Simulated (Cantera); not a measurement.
A closed system holds: 1 mol acetone, 0.37 mol O2, 40 mol H2.

These are equilibrium values from Cantera (NASA tables, ideal gas, pure condensed phases), not measurements of a reactor. Candidate condensed phases: C, C6H6, C7H8, C8H18, H2O; 110 gas species. The feed counts by its element totals alone. The ideal-gas law is rough above about 30 bar. The numbers say what is thermodynamically allowed, not how fast it happens.

Stable condensed phases, one row left out:

```
T in K \ P in Pa
               10      100     1000    10000   100000  1000000 10000000
   2850         A        A        A        A        A        A        A
   2800         A        A        A        A        A        A        A
   2750         A        A        A        A        A        A        A
   2700         A        A        A        A        A        A        A
   2650         A        A        A        A        A        A        A
   2600         A        A        B        A        A        A        A
   2550         A        B        B        B        B        B        A
   2500         A        B        B        B        B        B        A
   2450         B        B        B        B        B        B        A
   2400         B        B        B        B        B        B        A
   2300         B        B        B        B        B        B        B
```

A: gas only; B: C.

Problem. Give the row for 2350 K.

Solution. 10: C; 100: C; 1000: C; 10000: C; 100000: C; 1000000: C; 10000000: gas only.
